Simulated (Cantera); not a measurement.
Input (Python, Cantera) and output of one run.

```python
import numpy as np
import cantera as ct

gas_names = """
    B BH BH2 BH3 BN B2 H H2 N NH NH2 NH3 N2 N2H2 N2H4
""".split()
cond_names = """
    B(b) B(L) BN(s)
""".split()


# ... load() reads the species with a 1 bar reference pressure and builds the phases ...
atoms = {
    'B2H6': {'B': 2, 'H': 6},
    'NH3': {'N': 1, 'H': 3},
}
top_T = {'BN(s)': 3200}  # K; cautious upper limits of use, not melting points


# ... equilibrate(T, P, feed) seeds the gas with the atoms and calls Mixture.equilibrate('TP', solver="vcs", rtol=1e-11, max_steps=5000) ...
results = []
feed = {'B2H6': 1, 'NH3': 0.48}  # mol
P = 10000  # Pa
for T in [1825, 1850, 1875, 1900, 1925, 1950, 1975, 2000, 2025, 2050, 2075, 2100, 2125, 2150]:
    mix = equilibrate(T, P, feed)
    results.append((T, P, feed, dict(zip(mix.species_names, mix.species_moles))))
    x = sorted(zip(gas.X, gas.species_names), reverse=True)
    print(f"T = {T:g} K  P = {P:g} Pa  gas = {mix.phase_moles(0):.4g} mol")
    print("   x: " + "  ".join(f"{s} {v:.3e}" for v, s in x if v > 1e-05))
    print("   condensed (mol): " + ("  ".join(f"{mix.phase(i).name} {mix.phase_moles(i):.4g}"
          for i in range(1, mix.n_phases) if mix.phase_moles(i) > 1e-12) or "none"))
```

Result:

```
T = 1825 K  P = 10000 Pa  gas = 3.723 mol
   x: H2 9.984e-01  H 1.392e-03  BH2 1.549e-04  N2 6.707e-05
   condensed (mol): B(b) 1.52  BN(s) 0.4795
T = 1850 K  P = 10000 Pa  gas = 3.724 mol
   x: H2 9.980e-01  H 1.702e-03  BH2 1.837e-04  N2 1.044e-04
   condensed (mol): B(b) 1.52  BN(s) 0.4792
T = 1875 K  P = 10000 Pa  gas = 3.724 mol
   x: H2 9.975e-01  H 2.070e-03  BH2 2.168e-04  N2 1.607e-04
   condensed (mol): B(b) 1.52  BN(s) 0.4788
T = 1900 K  P = 10000 Pa  gas = 3.726 mol
   x: H2 9.970e-01  H 2.506e-03  BH2 2.547e-04  N2 2.444e-04
   condensed (mol): B(b) 1.521  BN(s) 0.4782
T = 1925 K  P = 10000 Pa  gas = 3.727 mol
   x: H2 9.963e-01  H 3.018e-03  N2 3.677e-04  BH2 2.979e-04
   condensed (mol): B(b) 1.522  BN(s) 0.4773
T = 1950 K  P = 10000 Pa  gas = 3.729 mol
   x: H2 9.955e-01  H 3.617e-03  N2 5.474e-04  BH2 3.470e-04
   condensed (mol): B(b) 1.523  BN(s) 0.4759
T = 1975 K  P = 10000 Pa  gas = 3.731 mol
   x: H2 9.945e-01  H 4.315e-03  N2 8.066e-04  BH2 4.024e-04  BH3 1.053e-05
   condensed (mol): B(b) 1.524  BN(s) 0.474
T = 2000 K  P = 10000 Pa  gas = 3.734 mol
   x: H2 9.932e-01  H 5.125e-03  N2 1.177e-03  BH2 4.649e-04  BH3 1.122e-05
   condensed (mol): B(b) 1.527  BN(s) 0.4712
T = 2025 K  P = 10000 Pa  gas = 3.738 mol
   x: H2 9.917e-01  H 6.061e-03  N2 1.701e-03  BH2 5.348e-04  BH3 1.193e-05
   condensed (mol): B(b) 1.531  BN(s) 0.4673
T = 2050 K  P = 10000 Pa  gas = 3.742 mol
   x: H2 9.898e-01  H 7.137e-03  N2 2.437e-03  BH2 6.129e-04  BH3 1.266e-05
   condensed (mol): B(b) 1.536  BN(s) 0.4618
T = 2075 K  P = 10000 Pa  gas = 3.749 mol
   x: H2 9.874e-01  H 8.370e-03  N2 3.461e-03  BH2 6.996e-04  BH3 1.341e-05
   condensed (mol): B(b) 1.543  BN(s) 0.454
T = 2100 K  P = 10000 Pa  gas = 3.757 mol
   x: H2 9.845e-01  H 9.776e-03  N2 4.874e-03  BH2 7.955e-04  BH3 1.416e-05
   condensed (mol): B(b) 1.554  BN(s) 0.4434
T = 2125 K  P = 10000 Pa  gas = 3.767 mol
   x: H2 9.809e-01  H 1.137e-02  N2 6.808e-03  BH2 9.011e-04  BH3 1.492e-05
   condensed (mol): B(b) 1.568  BN(s) 0.4287
T = 2150 K  P = 10000 Pa  gas = 3.781 mol
   x: H2 9.763e-01  H 1.318e-02  N2 9.435e-03  BH2 1.016e-03  BH3 1.567e-05  B 1.356e-05
   condensed (mol): B(b) 1.587  BN(s) 0.4087
```

Method: chemical equilibrium by Gibbs-energy minimisation in Cantera with the NASA 1993 tables (ideal gas, pure condensed phases). The feed counts by its element totals alone. Mutual solubility and eutectic melting of coexisting phases are not modelled. The tables' values for BH2 are old estimates; treat these amounts as uncertain. Gases not in the tables: B2H6 and higher boranes.
